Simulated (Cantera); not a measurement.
Input: 1 mol Al2O3, 0.39 mol HCl, 7.3 mol N2, 0.91 mol Cl2, held at 1 atm.

These are equilibrium values from Cantera (NASA tables, ideal gas, pure condensed phases), not measurements of a reactor. Candidate condensed phases: Al, AlCl3, AlN, Al2O3, H2O, NH4Cl; 45 gas species. Equilibrium is a limit: real reactors are often held back by kinetics, nucleation or transport. All values below are at 1448 K.

Base state: N2 0.843, Cl2 0.0970, HCl 0.0450, Cl 0.0126, AlCl3 0.00122, O2 0.000864, NO 6.24e-5, H2O 2.29e-5 (mole fractions); condensed: Al2O3(s).

Q: What changes in the equilibrium state with this change: Al2O3 replaced by Fe?

A: 
| species | before | after |
|---|---|---|
| N2 | 0.843 | 0.849 |
| FeCl2 | 0 | 0.111 |
| HCl | 0.0450 | 0.0324 |
| Cl2 | 0.0970 | 5.55e-9 |
| Cl | 0.0126 | 3.01e-6 |
| AlCl3 | 0.00122 | 0 |
| H2 | <1e-9 | 0.00647 |
| O2 | 0.000864 | 0 |
| Fe2Cl4 | 0 | 0.000733 |
| NO | 6.24e-5 | 0 |
| Al2O3(s), mol | 0.995 | 0 |
| Fe(γ), mol | 0 | 0.0346 |
Further candidate phases: Fe, FeCl2, FeCl3.
